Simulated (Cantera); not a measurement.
Source: NASA polynomial tables (part measured, part estimated), evaluated in Cantera. Values are per mole of reaction as written; species without (g) are pure solids or liquids, kept so even where they would boil at 1 bar.

2 HBr(g) = Br2(g) + 2 H(g), with ΔH° = 539.8 kJ and ΔS° = 77.6 J/K at 300 K.

How far is the shortcut ΔG° ≈ ΔH°(300 K) − T·ΔS°(300 K) from the full temperature-dependent value at 1298, 1448, 1598, 1748, 1898, 2048, 2198, 2348, 2498, 2648 K?


```csv
T (K),shortcut (kJ),full (kJ),difference (kJ),difference in log10 K
1298,439.1,422.1,17.0,-0.68
1448,427.4,406.5,20.9,-0.76
1598,415.8,390.7,25.1,-0.82
1748,404.1,374.8,29.4,-0.88
1898,392.5,358.7,33.8,-0.93
2048,380.9,342.6,38.3,-0.98
2198,369.2,326.3,42.9,-1.02
2348,357.6,310.0,47.6,-1.06
2498,345.9,293.6,52.3,-1.09
2648,334.3,277.1,57.2,-1.13
```
The shortcut ignores the heat-capacity change of the reaction.
